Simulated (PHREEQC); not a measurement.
A PHREEQC speciation (ion-association model, wateq4f.dat) at 20 °C gives pH 1.54 and these molalities:

| species | mol/kgw |
|---|---|
| Mn+2 | 0.192 |
| SO4-2 | 0.159 |
| MnSO4 | 0.158 |
| HSO4- | 0.109 |
| H+ | 0.0385 |
| Fe+2 | 0.00244 |
| FeSO4 | 0.00202 |
| FeHSO4+ | 0.000597 |

### Question
What are the element totals, and what could have been dissolved in 1 kg of water to give them?

### Answer
One answer among several that fit: totals Fe(2) 0.00506, Mn(2) 0.350, S(6) 0.429 mol/kgw, from 0.074 mol/kgw H2SO4, 0.00506 mol/kgw FeSO4 and 0.35 mol/kgw MnSO4.

This is a speciation only: nothing precipitates in the calculation. The ionic strength is past about 0.7 mol/kgw, beyond the range of this activity model, so the values are rough. Complexes and solids missing from the database can't appear.
